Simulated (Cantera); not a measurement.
What does this Cantera script print?

```python
import numpy as np
import cantera as ct

gas_names = [...]  # 151 gases of nasa_gas.yaml made of C, H, N, O, Si
cond_names = """
    C(gr) C6H6(L) C7H8(L) C8H18(L),n-octa H2O(s) H2O(L) Si(cr) Si(L) SiC(b) SiO2(Lqz) SiO2(hqz) SiO2(L)
    Si2N2O(s) Si3N4(a)
""".split()


# ... load() reads the species with a 1 bar reference pressure and builds the phases ...
atoms = {
    'SiO2': {'Si': 1, 'O': 2},
    'CH4': {'C': 1, 'H': 4},
    'N2': {'N': 2},
}
top_T = {'C(gr)': 4500, 'SiC(b)': 3050, 'Si2N2O(s)': 2100, 'Si3N4(a)': 2400}  # K; cautious upper limits of use, not melting points


# ... equilibrate(T, P, feed) seeds the gas with the atoms and calls Mixture.equilibrate('TP', solver="vcs", rtol=1e-11, max_steps=5000) ...
results = []
feed = {'SiO2': 1, 'CH4': 1.3, 'N2': 0.8}  # mol
T = 2600  # K
for P in [10, 36, 130, 460, 1700, 6000, 22000, 77000, 280000, 1000000]:
    mix = equilibrate(T, P, feed)
    results.append((T, P, feed, dict(zip(mix.species_names, mix.species_moles))))

top = {s: max(r[3][s] / sum(r[3][g] for g in gas_names) for r in results) for s in gas_names}
cols = sorted((s for s in top if top[s] > 0.001), key=lambda s: -top[s])[:6]
seen = [c for c in cond_names if any(r[3].get(c, 0) > 1e-12 for r in results)]
print("log10 of partial pressures in bar; condensed amounts in mol")
print(f"{'P/Pa':>10s}" + "".join(f"{s[:9]:>10s}" for s in cols + seen))
for T, P, feed, n in results:
    ng = sum(n[g] for g in gas_names)
    print(f"{P:10.4g}" + "".join(f"{np.log10(max(n[s] / ng * P / 1e5, 1e-99)):10.3f}" for s in cols)
          + "".join(f"{n.get(c, 0):10.4g}" for c in seen))
```

Output:

```
log10 of partial pressures in bar; condensed amounts in mol
      P/Pa         H        H2        CO        N2       SiO        Si     Si(L)
        10    -4.226    -5.621    -4.795    -5.006    -5.064    -5.432         0
        36    -3.718    -4.604    -4.220    -4.431    -4.489    -4.857         0
       130    -3.267    -3.701    -3.629    -3.840    -3.898    -4.268         0
       460    -2.885    -2.939    -3.045    -3.256    -3.314    -3.688         0
      1700    -2.540    -2.248    -2.450    -2.661    -2.717    -3.102         0
      6000    -2.234    -1.636    -1.887    -2.097    -2.147    -2.569         0
   2.2e+04    -1.933    -1.035    -1.317    -1.523    -1.555    -2.109         0
   7.7e+04    -1.647    -0.462    -0.756    -0.963    -0.995    -2.011    0.1598
   2.8e+05    -1.359     0.114    -0.186    -0.394    -0.429    -2.011    0.2376
     1e+06    -1.079     0.673     0.370     0.162     0.126    -2.011    0.2604
```

Method: chemical equilibrium by Gibbs-energy minimisation in Cantera with the NASA 1993 tables (ideal gas, pure condensed phases). The tables' values for SiN are old estimates; treat these amounts as uncertain. Gases not in the tables: Si2H6 and higher silanes.
